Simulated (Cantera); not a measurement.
A closed system holds: 1 mol BF3, 0.79 mol H2O, 0.18 mol N2, equilibrated at 0.100 bar.

Method: chemical equilibrium by Gibbs-energy minimisation in Cantera with the NASA 1993 tables (ideal gas, pure condensed phases). Candidate condensed phases: B, BN, B2O3, B3O3H3, H2O; 62 gas species. Gases not in the tables: H3BO3. Kinetics and transport are ignored.

Q: Which condensed phases are stable at each of these points (T (°C)): 575, 675, 775, 875, 975, 1075, 1175, 1275, 1375, 1475, 1575, 1675?

A: 
| T (°C) | condensed phases | B condensed (%) |
|---|---|---|
| 575 | gas only | 0.0 |
| 675 | gas only | 0.0 |
| 775 | B2O3(l) | 0.6 |
| 875 | B2O3(l) | 2.9 |
| 975 | B2O3(l) | 4.0 |
| 1075 | B2O3(l) | 0.9 |
| 1175 | gas only | 0.0 |
| 1275 | gas only | 0.0 |
| 1375 | gas only | 0.0 |
| 1475 | gas only | 0.0 |
| 1575 | gas only | 0.0 |
| 1675 | gas only | 0.0 |

From 575 °C to 675 °C nothing is condensed. From 775 °C to 1075 °C the condensed part is B2O3(l). From 1175 °C to 1675 °C nothing is condensed.
